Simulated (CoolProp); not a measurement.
The numbers come from the reference Helmholtz-energy equation of state, Colonna 2008 in CoolProp. It is a short technical equation, of lower accuracy than the large ones.

**Question.** Give the vapour pressure (bar), vapour density (kg/m³), enthalpy of vaporisation (kJ/kg), liquid cp (kJ/(kg K)) of saturated dodecamethylcyclohexasiloxane (D6) at 260.75, 266.35 °C.

**Answer.** 
```tsv
T (°C)	p (bar)	vapour density (kg/m³)	enthalpy of vaporisation (kJ/kg)	liquid cp (kJ/(kg K))
260.75	1.42	16.3	94.0	2.07
266.35	1.59	18.3	92.1	2.08
```
